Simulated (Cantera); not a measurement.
## Hydrocarbon pyrolysis for carbon deposition

An isothermal, constant-pressure homogeneous reactor starts with C2H6 : N2 = 1 : 31 (molar parts), at 1525 K and 49000 Pa.

Model: GRI-Mech 3.0 (53 species, 325 reactions), integrated in Cantera. GRI-Mech 3.0 stops at C3 and has no aromatics, soot or wall deposition, so with more carbon than oxygen in the feed, carbon stays in small species such as C2H2 where larger ones or solid carbon would form.

```tsv
t (s)	x C2H6	x H2	x C2H	x C2H4	x HCN	x H
5.00e-5	0.0288	0.00131	3.49e-10	0.00139	3.26e-8	4.55e-5
0.000352	0.0104	0.0173	2.28e-8	0.0149	3.31e-7	7.86e-5
0.00247	9.05e-5	0.0381	2.29e-8	0.00952	4.73e-7	2.44e-5
0.0174	2.81e-6	0.0447	6.75e-9	0.00276	4.71e-7	5.99e-6
0.122	2.33e-6	0.0476	7.32e-9	0.000156	4.72e-7	6.20e-6
0.862	1.52e-6	0.0498	7.61e-9	0.000155	4.80e-7	6.56e-6
6.06	2.71e-7	0.0551	8.45e-9	0.000169	5.19e-7	7.57e-6
42.6	3.90e-8	0.0575	8.96e-9	0.000179	6.09e-7	8.15e-6
300	3.63e-8	0.0576	8.98e-9	0.000180	1.05e-6	8.16e-6
```
x: mole fraction; the columns are a selection and need not sum to one.

Equilibrium at this temperature and pressure: C2H6 1.02e-8, H2 0.0582, C2H 2.45e-9, C2H4 4.99e-5, HCN 0.0425, H 8.21e-6 (gas phase only).
